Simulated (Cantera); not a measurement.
An adiabatic, constant-pressure homogeneous reactor starts with CH4 : CO : O2 : N2 = 1 : 0.72 : 5.36 : 20.2 (molar parts), equivalence ratio 0.44, at 1400 K and 10.0 bar.

Computed with Cantera and GRI-Mech 3.0 (53 species, 325 reactions).

### Question
Predict: time of steepest temperature rise; temperature at 5.00 s; equilibrium temperature; x(CO) at 5.00 s; x(O2) at 5.00 s; x(N2O) at 5.00 s; x(OH) at 5.00 s; x(H) at 5.00 s.

### Answer
```json
{
  "time_of_steepest_temperature_rise": "0.367 ms",
  "temperature at 5.00 s": "2320 K",
  "equilibrium_temperature": "2320 K",
  "x(CO) at 5.00 s": "0.000816 (gas-phase equilibrium 0.000816)",
  "x(O2) at 5.00 s": "0.105 (gas-phase equilibrium 0.105)",
  "x(N2O) at 5.00 s": "1.92e-6 (gas-phase equilibrium 1.92e-6)",
  "x(OH) at 5.00 s": "0.00319 (gas-phase equilibrium 0.00319)",
  "x(H) at 5.00 s": "4.41e-5 (gas-phase equilibrium 4.41e-5)"
}
```
